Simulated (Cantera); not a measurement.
Oxide etching and cleaning by halides: MgO + HBr + N2

Input: 1 mol MgO, 42 mol HBr, 7.5 mol N2, held at 10.0 mbar.

Method: chemical equilibrium by Gibbs-energy minimisation in Cantera with the NASA 1993 tables (ideal gas, pure condensed phases). Candidate condensed phases: Br2, H2O, Mg, MgBr2, MgO, Mg(OH)2; 36 gas species. Equilibrium is a limit: real reactors are often held back by kinetics, nucleation or transport.

| T (K) | x HBr | x Br | x N2 | x H2 | x H2O | x MgBr2 |
|---|---|---|---|---|---|---|
| 1148 | 0.799 | 0.00568 | 0.151 | 0.00331 | 0.0201 | 0.0201 |
| 1248 | 0.788 | 0.0136 | 0.150 | 0.00730 | 0.0201 | 0.0201 |
| 1348 | 0.768 | 0.0280 | 0.149 | 0.0146 | 0.0199 | 0.0199 |
| 1448 | 0.735 | 0.0515 | 0.148 | 0.0263 | 0.0197 | 0.0197 |
| 1548 | 0.687 | 0.0857 | 0.145 | 0.0433 | 0.0193 | 0.0193 |
| 1648 | 0.624 | 0.131 | 0.142 | 0.0657 | 0.0189 | 0.0189 |
| 1748 | 0.548 | 0.185 | 0.137 | 0.0924 | 0.0183 | 0.0183 |
| 1848 | 0.465 | 0.244 | 0.133 | 0.121 | 0.0177 | 0.0176 |
x: gas mole fraction; nothing condenses.

From 1148 K to 1848 K nothing is condensed. The main Mg-bearing gas is MgBr2 throughout.
